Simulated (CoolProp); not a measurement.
Vapour-liquid equilibrium of propylene (1) + 1-butene (2) at 48.9 kPa; x and y are mole fractions of (1).

Values from CoolProp's multi-fluid Helmholtz-energy mixture model, Lemmon 2013 and Lemmon 2005; pair parameters Bell 2016.

| x | bubble temperature, mixture model (°C) | bubble temperature, Raoult's law (°C) | y, mixture model | y, Raoult's law |
|---|---|---|---|---|
| 0.05 | -28.1 | -28.2 | 0.224 | 0.232 |
| 0.15 | -35.4 | -35.5 | 0.512 | 0.522 |
| 0.25 | -41.1 | -41.2 | 0.678 | 0.687 |
| 0.35 | -45.7 | -45.8 | 0.782 | 0.789 |
| 0.45 | -49.4 | -49.5 | 0.851 | 0.856 |
| 0.55 | -52.6 | -52.6 | 0.898 | 0.902 |
| 0.65 | -55.3 | -55.3 | 0.933 | 0.935 |
| 0.75 | -57.6 | -57.7 | 0.958 | 0.960 |
| 0.85 | -59.7 | -59.7 | 0.978 | 0.979 |
| 0.95 | -61.6 | -61.6 | 0.993 | 0.994 |

The largest gap from Raoult's law is +0.1 K in bubble temperature, at x = 0.15. No azeotrope shows between x = 0.05 and 0.95.

The pair parameters rest on a limited set of measurements; away from them the model extrapolates.
